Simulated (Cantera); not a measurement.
Input: 1 mol Si3H8, 0.0067 mol Cl2, 4.5 mol N2, at 5.55 Torr.

Cantera equilibrium calculation (NASA polynomials, part measured and part estimated; ideal gas, pure solids and liquids). Candidate condensed phases: NH4Cl, Si, Si3N4; 28 gas species. The feed counts by its element totals alone. N2 is the only nitrogen source here; it is nearly inert below about 1500 K, so the nitride shown seldom forms there in practice. Mutual solubility and eutectic melting of coexisting phases are not modelled. The tables' values for SiN are old estimates; treat these amounts as uncertain. Gases not in the tables: Si2H6 and higher silanes. The numbers say what is thermodynamically allowed, not how fast it happens.

x: gas mole fraction; n: condensed amount in mol.

```json
[
 {"T (K)": "1148", "x H2": "0.614", "x N2": "0.384", "x H": "___", "x HCl": "0.00206", "x Si": "<1e-12", "n Si3N4(s)": "1.00", "n Si(l)": "0"},
 {"T (K)": "1198", "x H2": "0.614", "x N2": "0.384", "x H": "___", "x HCl": "0.00206", "x Si": "<1e-12", "n Si3N4(s)": "1.00", "n Si(l)": "0"},
 {"T (K)": "1248", "x H2": "0.614", "x N2": "0.384", "x H": "___", "x HCl": "0.00206", "x Si": "1.26e-12", "n Si3N4(s)": "1.00", "n Si(l)": "0"},
 {"T (K)": "1298", "x H2": "0.614", "x N2": "0.384", "x H": "___", "x HCl": "0.00206", "x Si": "1.66e-11", "n Si3N4(s)": "1.00", "n Si(l)": "0"},
 {"T (K)": "1348", "x H2": "0.614", "x N2": "0.384", "x H": "___", "x HCl": "0.00206", "x Si": "1.79e-10", "n Si3N4(s)": "1.00", "n Si(l)": "0"},
 {"T (K)": "1398", "x H2": "0.614", "x N2": "0.384", "x H": "___", "x HCl": "0.00206", "x Si": "1.63e-9", "n Si3N4(s)": "1.000", "n Si(l)": "0"},
 {"T (K)": "1448", "x H2": "0.614", "x N2": "0.384", "x H": "___", "x HCl": "0.00206", "x Si": "1.27e-8", "n Si3N4(s)": "1.000", "n Si(l)": "0"},
 {"T (K)": "1498", "x H2": "0.614", "x N2": "0.384", "x H": "___", "x HCl": "0.00206", "x Si": "8.62e-8", "n Si3N4(s)": "1.000", "n Si(l)": "0"},
 {"T (K)": "1548", "x H2": "0.613", "x N2": "0.384", "x H": "___", "x HCl": "0.00205", "x Si": "5.16e-7", "n Si3N4(s)": "1.000", "n Si(l)": "0"},
 {"T (K)": "1598", "x H2": "0.613", "x N2": "0.384", "x H": "___", "x HCl": "0.00205", "x Si": "2.75e-6", "n Si3N4(s)": "1.000", "n Si(l)": "0"},
 {"T (K)": "1648", "x H2": "0.613", "x N2": "0.384", "x H": "___", "x HCl": "0.00204", "x Si": "1.33e-5", "n Si3N4(s)": "1.000", "n Si(l)": "0"},
 {"T (K)": "1698", "x H2": "0.613", "x N2": "0.384", "x H": "___", "x HCl": "0.00202", "x Si": "5.81e-5", "n Si3N4(s)": "1.000", "n Si(l)": "0"},
 {"T (K)": "1748", "x H2": "0.500", "x N2": "0.496", "x H": "___", "x HCl": "0.00164", "x Si": "0.000197", "n Si3N4(s)": "0.272", "n Si(l)": "2.18"},
 {"T (K)": "1798", "x H2": "0.467", "x N2": "0.528", "x H": "___", "x HCl": "0.00153", "x Si": "0.000417", "n Si3N4(s)": "0", "n Si(l)": "3.00"}
]
```

Complete the blanks.


- 1148, x H: 6.52e-7
- 1198, x H: 1.73e-6
- 1248, x H: 4.25e-6
- 1298, x H: 9.76e-6
- 1348, x H: 2.11e-5
- 1398, x H: 4.31e-5
- 1448, x H: 8.39e-5
- 1498, x H: 0.000156
- 1548, x H: 0.000280
- 1598, x H: 0.000485
- 1648, x H: 0.000811
- 1698, x H: 0.00132
- 1748, x H: 0.00188
- 1798, x H: 0.00280
